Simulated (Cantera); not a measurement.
An isothermal, constant-pressure homogeneous reactor starts with 3.00 % CH4, 96.7 % H2, 0.309 % CO2, at 2198 K and 0.130 bar.

Cantera simulation using GRI-Mech 3.0 (53 species, 325 reactions); the numbers are that mechanism's predictions, not measurements. GRI-Mech 3.0 stops at C3 and has no aromatics, soot or wall deposition, so with more carbon than oxygen in the feed, carbon stays in small species such as C2H2 where larger ones or solid carbon would form.

x: mole fraction; the columns are a selection and need not sum to one.

```
t (s)        x CH4   x H2     x CO2    x CH2      x CO       x O
--------  --------  -----  --------  -------  --------  --------
1.00e-5     0.0298  0.967   0.00309        ?   1.24e-6  2.20e-11
4.06e-5     0.0293  0.966   0.00307        ?   2.10e-5  1.21e-10
0.000165    0.0272  0.963   0.00276        ?  0.000325   1.99e-9
0.000669    0.0174  0.960  0.000785        ?   0.00230   2.34e-8
0.00272    0.00472  0.964   2.28e-6        ?   0.00319   4.05e-8
0.0110    0.000898  0.965   1.65e-6        ?   0.00367   4.44e-8
0.0448    0.000362  0.965   1.01e-6        ?   0.00490   2.26e-8
0.182     0.000119  0.966   5.86e-8        ?   0.00589   1.12e-9
0.739      7.29e-5  0.966  2.18e-11  5.01e-7   0.00594    <1e-12
3.00       7.29e-5  0.966  2.15e-11  5.01e-7   0.00594    <1e-12
```

Problem. Complete the blanks.

Solution. 
- 1.00e-5, x CH2: 4.77e-8
- 4.06e-5, x CH2: 8.98e-7
- 0.000165, x CH2: 1.15e-5
- 0.000669, x CH2: 3.66e-5
- 0.00272, x CH2: 1.86e-5
- 0.0110, x CH2: 5.28e-6
- 0.0448, x CH2: 2.40e-6
- 0.182, x CH2: 8.14e-7
